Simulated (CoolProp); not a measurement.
Methane at 293.15 K and 0.104 MPa flows at 0.072 m/s in a round tube of 25 mm bore and 1.5 µm roughness, fully developed (64/Re and Nu = 3.66 if laminar; Colebrook and Gnielinski if turbulent). Each further row changes one setting.

The numbers come from the reference Helmholtz-energy equation of state, Setzmann 1991 in CoolProp.

```csv
case,Reynolds number,Darcy friction factor,pressure drop (Pa/m),heat-transfer coefficient (W/(m² K)),mass flow (kg/h)
as stated,(withheld),(withheld),(withheld),4.90,(withheld)
velocity 0.144 m/s,224,0.286,(withheld),4.90,0.175
diameter 50 mm,224,0.286,(withheld),(withheld),(withheld)
```

Complete the blanks.


- as stated, Reynolds number: 112
- as stated, Darcy friction factor: 0.572
- as stated, pressure drop (Pa/m): 0.0407
- as stated, mass flow (kg/h): 0.0873
- velocity 0.144 m/s, pressure drop (Pa/m): 0.0814
- diameter 50 mm, pressure drop (Pa/m): 0.0102
- diameter 50 mm, heat-transfer coefficient (W/(m² K)): 2.45
- diameter 50 mm, mass flow (kg/h): 0.349

Viscosity comes from a separate model (Quiñones-Cisneros 2006). Thermal conductivity comes from a separate model (Friend 1989).
